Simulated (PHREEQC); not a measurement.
Consider water at 20 °C with 0.0039 mol/kgw TMAH, 0.079 mol/kgw NaAlO2 and 0.0037 mol/kgw Na2CO3. Closed to the air; pH follows from the charge balance.

Model: ion-association model, phreeqc.dat, run in PHREEQC.

```tsv
quantity	before	after
pH	11.65	9.96
Al(OH)3 (mol/kgw)	7.66e-8	4.70e-8
SI of Al(OH)3(a) (Al(OH)3)	-0.79	-1.02
```

### Question
What was changed between the two runs?
A. TMAH from 0.0039 to 0.0078 mol/kgw
B. Na2CO3 from 0.0037 to 0.0185 mol/kgw
C. Na2CO3 left out
D. diluted 100-fold with water
E. 0.0072 mol/kgw CO2 added

### Answer
D, diluted 100-fold with water

No solid was allowed to form. Some of these states are supersaturated (in Gibbsite (slow to form), for instance). (CH3)4N+ isn't in the database: it is added as a free cation with an ion size of 4 Å.
